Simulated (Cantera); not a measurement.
A perfectly stirred reactor is fed with 7.12 % CH4, 19.5 % O2, 73.4 % N2, at 520000 Pa; it is adiabatic with a 300 K inlet, and is followed from long to short residence time, starting on the burning branch (τ in s: 0.054, 0.02, 0.0078, 0.0029, 0.0011, 0.00042, 0.00016, 6.1e-05, 2.3e-05, 8.7e-06).

Model: GRI-Mech 3.0 (53 species, 325 reactions), integrated in Cantera.

Task: Predict: blow-out, bracketed by the residence times tried; x(CH4) at τ = 54.0 ms; x(O2) at τ = 54.0 ms; x(OH) at τ = 54.0 ms; x(H2O2) at τ = 54.0 ms; x(NO) at τ = 54.0 ms; x(CH4) at τ = 0.420 ms; x(O2) at τ = 0.420 ms; x(OH) at τ = 0.420 ms; x(H2O2) at τ = 0.420 ms; x(NO) at τ = 0.420 ms.

Result: 
| Property | Value |
|---|---|
| blow-out, bracketed by the residence times tried | burning at 0.160 ms, out at 61.0 µs |
| x(CH4) at τ = 54.0 ms | 7.24e-6 |
| x(O2) at τ = 54.0 ms | 0.0526 |
| x(OH) at τ = 54.0 ms | 0.000829 |
| x(H2O2) at τ = 54.0 ms | 1.29e-7 |
| x(NO) at τ = 54.0 ms | 3.72e-5 |
| x(CH4) at τ = 0.420 ms | 0.000239 |
| x(O2) at τ = 0.420 ms | 0.0555 |
| x(OH) at τ = 0.420 ms | 0.00240 |
| x(H2O2) at τ = 0.420 ms | 7.47e-7 |
| x(NO) at τ = 0.420 ms | 1.29e-5 |
